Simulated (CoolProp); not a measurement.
Vapour-liquid equilibrium of R125 (1) + cyclopropane (2) at 1070 kPa; x and y are mole fractions of (1).

Computed with CoolProp (multi-fluid Helmholtz-energy mixture model, Lemmon 2005 and Polt 1992; pair parameters Bell 2016). This equation is an older, rougher fit; its heat capacities, sound speeds and derivatives of the liquid may be far off and weren't checked against measurements.

```csv
x,"bubble temperature, mixture model (°C)","bubble temperature, Raoult's law (°C)","y, mixture model","y, Raoult's law"
0.05,33.5,38.4,___,0.090
0.2,___,33.6,0.428,0.321
0.35,18.1,29.4,0.541,0.505
0.5,___,25.7,___,0.655
0.65,___,22.3,___,0.780
0.8,14.2,19.3,0.795,0.884
0.95,___,16.6,___,0.973
```

Problem. Complete the blanks.

Solution. 
- 0.05, y, mixture model: 0.169
- 0.2, bubble temperature, mixture model (°C): 22.5
- 0.5, bubble temperature, mixture model (°C): 15.8
- 0.5, y, mixture model: 0.618
- 0.65, bubble temperature, mixture model (°C): 14.5
- 0.65, y, mixture model: 0.696
- 0.95, bubble temperature, mixture model (°C): 15.0
- 0.95, y, mixture model: 0.938

The largest gap from Raoult's law is -11.3 K in bubble temperature, at x = 0.35. y crosses x between x = 0.65 and 0.8: the model has an azeotrope there.

The pair parameters rest on a limited set of measurements; away from them the model extrapolates.
